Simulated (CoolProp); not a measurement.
A closed Brayton cycle with dry air: compressor inlet 333.15 K and 1.7 MPa, high pressure 4.32 MPa, turbine inlet 730 K, compressor efficiency 0.85, turbine efficiency 0.93, recuperator effectiveness 0 (on enthalpy, no pinch check). Each further row changes one setting.

Values from CoolProp's reference Helmholtz-energy equation of state, Lemmon 2000. It is a pseudo-pure fit of the blend.

```
case                           thermal efficiency (%)  net work (kJ/kg)  compressor to turbine work  compressor exit (K)  turbine exit (K)
-----------------------------  ----------------------  ----------------  --------------------------  -------------------  ----------------
as stated                                        14.0              41.5                        0.74                452.6             578.5
turbine inlet 680 K                              12.5              30.1                        0.80                452.6             537.6
compressor inlet 343.15 K                        13.4              37.8                        0.77                466.0             578.5
high pressure 3.67 MPa                           12.4              39.5                        0.71                429.5             602.7
recuperator effectiveness 0.5                    18.1              41.5                        0.74                452.6             578.5
```
